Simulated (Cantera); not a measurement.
Feed: 1 mol AlN, 0.3 mol H2O, 1.7 mol H2, held at 2023 K and 0.850 bar.

Cantera equilibrium calculation (NASA polynomials, part measured and part estimated; ideal gas, pure solids and liquids). Candidate condensed phases: Al, AlN, Al2O3, H2O; 35 gas species. Mutual solubility and eutectic melting of coexisting phases are not modelled. The tables' values for AlOH are old estimates; treat these amounts as uncertain. Condensed phases not in the tables: aluminium oxynitride. Kinetics and transport are ignored.

Base state: H2 0.950, N2 0.0477, H 0.00201, Al 0.000184, Al2O 0.000134, H2O 5.35e-5, AlH 4.41e-5, AlOH 1.17e-5 (mole fractions); condensed: AlN(s) + Al2O3(s).

**Question.** What changes in the equilibrium state with this change: pressure from 0.850 bar to 2.60 Pa?

**Answer.** 
```json
[
 {"species": "H2", "before": "0.950", "after": "0.419"},
 {"species": "H", "before": "0.00201", "after": "0.241"},
 {"species": "Al", "before": "0.000184", "after": "0.167"},
 {"species": "Al2O", "before": "0.000134", "after": "0.0367"},
 {"species": "N2", "before": "0.0477", "after": "0.135"},
 {"species": "AlO", "before": "4.66e-8", "after": "0.000461"},
 {"species": "OH", "before": "1.18e-8", "after": "1.55e-5"},
 {"species": "AlOH", "before": "1.17e-5", "after": "0.000425"},
 {"species": "H2O", "before": "5.35e-5", "after": "0.000258"},
 {"species": "AlN(s), mol", "before": "0.799", "after": "0"},
 {"species": "Al2O3(s), mol", "before": "0.0999", "after": "0.0533"}
]
```

**Question.** What changes in the equilibrium state with this change: AlN replaced by Si3N4?

**Answer.** 
```csv
species,before,after
H2,0.950,0.729
N2,0.0477,0.261
SiO,0,0.00870
Al,0.000184,0
Al2O,0.000134,0
SiH2,0,8.81e-5
Si,0,6.69e-5
AlH,4.41e-5,0
SiH,0,3.39e-5
"AlN(s), mol",0.799,0
"Al2O3(s), mol",0.0999,0
"Si(l), mol",0,0.909
"Si2N2O(s), mol",0,0.276
"Si3N4(s), mol",0,0.505
```
Gases not in the tables: Si2H6 and higher silanes. Further candidate phases: Si, SiO2, Si2N2O, Si3N4.

**Question.** What changes in the equilibrium state with this change: temperature from 2023 K to 1723.15 K?

**Answer.** 
```
species          before     after
-------------  --------  --------
H2                0.950     0.952
N2               0.0477    0.0476
H               0.00201  0.000193
Al             0.000184   2.66e-7
Al2O           0.000134   3.30e-8
AlH             4.41e-5   1.35e-7
AlOH            1.17e-5   1.03e-7
H2O             5.35e-5   2.10e-5
AlN(s), mol       0.799     0.800
Al2O3(s), mol    0.0999    0.1000
```
